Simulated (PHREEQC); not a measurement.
Solution (35 °C): 70.2 mmol/kgw HCl, 160 mmol/kgw CaCl2 and 2 mmol/kgw MnSO4. Closed to the air; pH follows from the charge balance.

Model: ion-association model, phreeqc.dat, run in PHREEQC.

Question: The ionic strength comes out as 0.552 mol/kgw. What activity coefficients do Ca+2, MnCl3-, H+, Mn+2, SO4-2 get?

Answer: Ca+2 0.25, MnCl3- 0.67, H+ 0.76, Mn+2 0.24, SO4-2 0.19.

No solid was allowed to form. Species that the database lacks are ignored.
